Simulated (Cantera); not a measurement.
An isothermal, constant-pressure homogeneous reactor starts with 60.8 % N2O, 2.07 % H2, 37.1 % N2, at 1250 K and 760 Torr.

Model: GRI-Mech 3.0 (53 species, 325 reactions), integrated in Cantera. GRI-Mech 3.0 was tuned for natural gas; its chemistry of N2O as a main component is partial and can be far from experiment. The mechanism lacks the step 2 NO + O2 → 2 NO2, which can matter for NO2 below about 1400 K. The temperature is held fixed by assumption; the heat of reaction is taken as removed at once.

x: mole fraction; the columns are a selection and need not sum to one.

```tsv
t (s)	x N2O	x H2	x H2O2	x N2	x O	x O2	x H2O
0.000200	0.606	0.0186	(withheld)	0.373	2.05e-6	4.18e-5	0.00201
0.000586	0.599	0.0117	(withheld)	0.380	2.73e-6	0.000168	0.00887
0.00172	0.589	0.00310	(withheld)	0.390	3.37e-6	0.000610	0.0175
0.00503	0.582	0.000278	(withheld)	0.395	3.68e-6	0.00196	0.0203
0.0147	0.570	1.69e-6	(withheld)	0.402	3.56e-6	0.00590	0.0205
0.0432	0.538	6.39e-8	2.28e-8	0.421	3.38e-6	0.0169	0.0203
0.126	0.457	5.12e-8	2.18e-8	0.467	3.12e-6	0.0446	0.0196
0.371	0.299	4.06e-8	(withheld)	0.560	2.58e-6	0.0998	0.0184
1.09	0.111	2.45e-8	(withheld)	0.671	1.49e-6	0.167	0.0169
3.18	0.0135	5.85e-9	(withheld)	0.730	3.02e-7	0.203	0.0161
9.32	8.84e-5	1.24e-9	2.86e-10	0.739	3.34e-8	0.208	0.0160
27.3	3.40e-7	1.21e-9	2.71e-10	0.739	3.16e-8	0.208	0.0160
80.0	3.39e-7	1.21e-9	2.71e-10	0.739	3.16e-8	0.208	0.0160
```

Task: What belongs in the gaps?

Result: 
- 0.000200, x H2O2: 7.41e-8
- 0.000586, x H2O2: 1.38e-7
- 0.00172, x H2O2: 1.11e-7
- 0.00503, x H2O2: 4.27e-8
- 0.0147, x H2O2: 2.60e-8
- 0.371, x H2O2: 1.82e-8
- 1.09, x H2O2: 1.06e-8
- 3.18, x H2O2: 2.32e-9
